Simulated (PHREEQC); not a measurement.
Consider water at 25 °C and 300 atm with 0.0059 mol/kgw ZnBr2. Closed to the air; pH follows from the charge balance.

Model: ion-association model, phreeqc.dat, run in PHREEQC.

### Question
The ionic strength comes out as 0.0177 mol/kgw. What activity coefficients do Zn+2, ZnOH+, H+, ZnBr+, Br- get?

### Answer
Zn+2 0.60, ZnOH+ 0.88, H+ 0.90, ZnBr+ 0.88, Br- 0.87.

This is a speciation only: nothing precipitates in the calculation. Under pressure, the constants of complexes without a molar volume in the database are unreliable.
